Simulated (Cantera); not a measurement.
A perfectly stirred reactor is fed with H₂ : O₂ : N₂ = 1 : 0.417 : 1.13 (molar parts), at 0.296 atm; it is adiabatic with a 698 K inlet, and is followed from long to short residence time, starting on the burning branch (τ in s: 0.14, 0.038, 0.01, 0.0029, 0.0008, 0.00022, 6.2e-05, 1.7e-05, 4.7e-06).

Detailed kinetics in Cantera: the H2/O2 subset of GRI-Mech 3.0, which has no nitrogen chemistry.

x: mole fraction; the columns are a selection and need not sum to one.

```json
[
 {"τ (s)": "0.14", "T (K)": "2641", "x H₂": "0.0910", "x O₂": "0.00646", "x HO₂": "2.02e-6", "x H₂O": "0.337", "x O": "0.00429"},
 {"τ (s)": "0.038", "T (K)": "2624", "x H₂": "0.0914", "x O₂": "0.00681", "x HO₂": "2.02e-6", "x H₂O": "0.335", "x O": "0.00454"},
 {"τ (s)": "0.010", "T (K)": "2561", "x H₂": "0.0930", "x O₂": "0.00810", "x HO₂": "2.00e-6", "x H₂O": "0.328", "x O": "0.00555"},
 {"τ (s)": "0.0029", "T (K)": "2387", "x H₂": "0.0959", "x O₂": "(withheld)", "x HO₂": "2.04e-6", "x H₂O": "0.311", "x O": "(withheld)"},
 {"τ (s)": "0.00080", "T (K)": "2092", "x H₂": "0.0970", "x O₂": "0.0176", "x HO₂": "3.03e-6", "x H₂O": "0.287", "x O": "0.0134"},
 {"τ (s)": "0.00022", "T (K)": "(withheld)", "x H₂": "0.0939", "x O₂": "(withheld)", "x HO₂": "(withheld)", "x H₂O": "0.265", "x O": "0.0172"},
 {"τ (s)": "6.2e-5", "T (K)": "1474", "x H₂": "0.102", "x O₂": "0.0374", "x HO₂": "1.16e-5", "x H₂O": "0.240", "x O": "0.0169"},
 {"τ (s)": "1.7e-5", "T (K)": "698", "x H₂": "0.393", "x O₂": "0.164", "x HO₂": "<1e-12", "x H₂O": "<1e-12", "x O": "<1e-12"},
 {"τ (s)": "4.7e-6", "T (K)": "698", "x H₂": "0.393", "x O₂": "0.164", "x HO₂": "<1e-12", "x H₂O": "<1e-12", "x O": "<1e-12"}
]
```

Question: Fill in the missing entries.

Answer: 
- 0.0029, x O₂: 0.0116
- 0.0029, x O: 0.00846
- 0.00022, T (K): 1772
- 0.00022, x O₂: 0.0247
- 0.00022, x HO₂: 5.62e-6
